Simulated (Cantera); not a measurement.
Feed: 1 mol Si3N4, 0.64 mol CO2, 760 mol H2, at 5850 Torr.

Method: chemical equilibrium by Gibbs-energy minimisation in Cantera with the NASA 1993 tables (ideal gas, pure condensed phases). Candidate condensed phases: C, C6H6, C7H8, C8H18, H2O, Si, SiC, SiO2, Si2N2O, Si3N4; 151 gas species. Mutual solubility and eutectic melting of coexisting phases are not modelled. Gases not in the tables: Si2H6 and higher silanes. Kinetics and transport are ignored.

x: gas mole fraction; n: condensed amount in mol.

| T (K) | x H2 | x N2 | x H | x SiO | n Si2N2O(s) | n Si3N4(s) | n SiC(s) | n Si(l) |
|---|---|---|---|---|---|---|---|---|
| 1075 | 0.999 | 0.000529 | 5.25e-9 | <1e-12 | 1.28 | 0.147 | 0 | 0 |
| 1175 | 0.999 | 0.000542 | 4.39e-8 | <1e-12 | 1.28 | 0.147 | 0 | 0 |
| 1275 | 0.999 | 0.000549 | 2.64e-7 | 6.78e-12 | 1.28 | 0.147 | 0 | 0 |
| 1375 | 0.999 | 0.000553 | 1.23e-6 | 3.63e-10 | 1.28 | 0.147 | 0 | 0 |
| 1475 | 0.999 | 0.000555 | 4.64e-6 | 1.12e-8 | 1.28 | 0.147 | 0 | 0 |
| 1575 | 0.999 | 0.000557 | 1.49e-5 | 2.23e-7 | 1.28 | 0.147 | 0 | 0 |
| 1675 | 0.999 | 0.000829 | 4.15e-5 | 2.68e-6 | 1.28 | 0.0438 | 0.308 | 0 |
| 1775 | 0.999 | [?] | [?] | [?] | 1.25 | 0 | 0.461 | 0 |
| 1875 | 0.998 | 0.00135 | 0.000234 | 0.000353 | 0.965 | 0 | 0.466 | 0.287 |
| 1975 | 0.995 | 0.00260 | 0.000489 | 0.00130 | 0 | 0 | 0.193 | 1.73 |
| 2075 | 0.994 | 0.00258 | [?] | 0.00114 | 0 | 0 | [?] | 1.96 |
| 2175 | 0.993 | 0.00256 | 0.00174 | 0.00111 | 0 | 0 | 0 | 1.87 |

### Question
Some entries are withheld; supply them.

### Answer

- 1775, x N2: 0.000982
- 1775, x H: 0.000104
- 1775, x SiO: 3.39e-5
- 2075, x H: 0.000951
- 2075, n SiC(s): 0.0156
